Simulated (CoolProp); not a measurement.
Saturation properties of chlorine.

Model: reference Helmholtz-energy equation of state, Thol 2021, in CoolProp.

```tsv
T (K)	p (kPa)	vapour density (kg/m³)	enthalpy of vaporisation (kJ/kg)	liquid cp (kJ/(kg K))
278.2	433.0	14.31	262.6	0.9665
284.7	528.7	17.27	258.0	0.9739
291.2	639.4	20.67	253.3	0.9824
297.7	766.3	24.56	248.3	0.9920
304.2	910.9	28.99	243.1	1.003
310.7	1074	34.02	237.6	1.015
317.1	1255	39.61	232.0	1.029
323.6	1461	46.01	226.0	1.045
```

It boils at 239.2 K under 1 atm.
